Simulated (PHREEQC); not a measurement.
Dissolve 0.01 mol NaHF2, 0.24 mol KCl and 3.8e-05 mol Zn(NO3)2 per kg of water at 25 °C. It is in equilibrium with CO2 at log p = -2 (atm). Otherwise closed; pH follows from the charge balance.

All values are PHREEQC results (ion-association model, wateq4f.dat), not measurements.

Precipitation was switched off in this run.

Q: Order these F species by the share of F that they hold, largest first: H2F2, NaF, HF2-, HF, F-.

A: F- (53 %), HF (41 %), HF2- (3.6 %), H2F2 (1.9 %), NaF (0.15 %)

Q: Order these Zn species by the share of Zn that they hold, largest first: ZnCl+, ZnCl3-, ZnCl2, Zn+2, ZnF+.

A: Zn+2 (79 %), ZnCl+ (15 %), ZnF+ (3.4 %), ZnCl2 (1.8 %), ZnCl3- (0.50 %)

The pH is 3.10 and the ionic strength 0.251 mol/kgw.
